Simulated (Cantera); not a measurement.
Mixture: 6.90 % CH3OH, 18.2 % O2, 68.3 % N2, 6.69 % CO2, at 1.01 bar, adiabatic and at constant volume. Ignition delay is the time to a rise of 400 K.

Cantera simulation using GRI-Mech 3.0 (53 species, 325 reactions); the numbers are that mechanism's predictions, not measurements. GRI-Mech 3.0 was tuned for natural gas; its chemistry of methanol as a main component is partial and can be far from experiment.

Question: Predict: delay at 1023 K; delay at 1223 K; delay at 1423 K; delay at 1623 K; apparent activation energy between 1523 and 1723 K.

Answer: 
```
Quantity                                                Result
--------------------------------------------------  ----------
delay at 1023 K                                        0.329 s
delay at 1223 K                                        7.18 ms
delay at 1423 K                                       0.530 ms
delay at 1623 K                                        89.8 µs
apparent activation energy between 1523 and 1723 K  160 kJ/mol
```
